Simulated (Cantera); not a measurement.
Charge: 1 mol V2O5, 1800 mol H2, at 552 °C and 5.00 bar.

Method: chemical equilibrium by Gibbs-energy minimisation in Cantera with the NASA 1993 tables (ideal gas, pure condensed phases). Candidate condensed phases: H2O, V, VO, V2O3, V2O4, V2O5; 12 gas species. Condensed phases not in the tables: the oxides between V2O3 and V2O5 other than VO2. Kinetics and transport are ignored.

**Question.** What is the equilibrium state?

**Answer.** 
| Quantity | Value |
|---|---|
| x(H2) | 0.999 |
| x(H2O) | 0.00111 |
| n(V2O3(s)) | 1.00 mol |
| gas amount | 1800 mol |
| log10 activity of V(s) (absent) | -8.16 |
| log10 activity of V2O5(s) (absent) | -19.44 |
